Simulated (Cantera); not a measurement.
A closed system holds: 1 mol c-C4F8, 0.02 mol HCl, 0.12 mol H2, at 3000 °C and 4.00e-5 bar.

These are equilibrium values from Cantera (NASA tables, ideal gas, pure condensed phases), not measurements of a reactor. The feed counts by its element totals alone. Equilibrium is a limit: real reactors are often held back by kinetics, nucleation or transport.

```csv
species,before,after
CF4,<1e-9,0.867
HF,0.000485,0.117
Cl,0.00165,0.00897
F,0.656,0.00246
C,0.311,<1e-9
H,0.0209,4.57e-9
C2,0.00615,<1e-9
C3,0.00130,<1e-9
CF3,<1e-9,0.000260
CClF3,<1e-9,1.17e-5
CF,0.00288,3.23e-7
CF2,6.85e-7,0.00430
"C(graphite), mol",0,2.06
```
Gas species are given as mole fractions.

Q: What was changed between the two runs?
A. temperature from 3000 °C to 1202 °C
B. c-C4F8 replaced by C2F6
C. pressure from 4.00e-5 bar to 0.0110 bar
D. pressure from 4.00e-5 bar to 1.20e-5 bar

A: A, temperature from 3000 °C to 1202 °C. Gases not in the tables: C2F6 and larger saturated fluorocarbons
